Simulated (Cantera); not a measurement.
Source: NASA polynomial tables (part measured, part estimated), evaluated in Cantera. Values are per mole of reaction as written; species without (g) are pure solids or liquids, kept so even where they would boil at 1 bar.

Q: Between 498 and 673 K, where is each reaction favourable under standard conditions?
- 5 NO2(g) + 4 PH3(g) = N(g) + 4 NH3(g) + P4O10

A: 
- 5 NO2(g) + 4 PH3(g) = N(g) + 4 NH3(g) + P4O10: ΔG° is -2474 kJ at 498 K and -2327 kJ at 673 K; it stays negative (K > 1). ΔH° is -2883 kJ and ΔS° -827 J/K at 673 K.
